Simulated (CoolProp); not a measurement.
R115 at 293.15 K and 0.48 MPa is compressed adiabatically to 3.6 MPa with isentropic efficiency 0.75. Each further row changes one setting.

Model: reference Helmholtz-energy equation of state, Lemmon 2016, in CoolProp.

| case | work (kJ/kg) | final temperature (K) | final density (kg/m³) |
|---|---|---|---|
| as stated | (withheld) | (withheld) | 313 |
| efficiency 1 | (withheld) | (withheld) | 352 |
| efficiency 0.65 | (withheld) | (withheld) | (withheld) |

Task: What belongs in the gaps?

Result: 
- as stated, work (kJ/kg): 34.9
- as stated, final temperature (K): 375.9
- efficiency 1, work (kJ/kg): 26.2
- efficiency 1, final temperature (K): 370.2
- efficiency 0.65, work (kJ/kg): 40.2
- efficiency 0.65, final temperature (K): 379.9
- efficiency 0.65, final density (kg/m³): 295
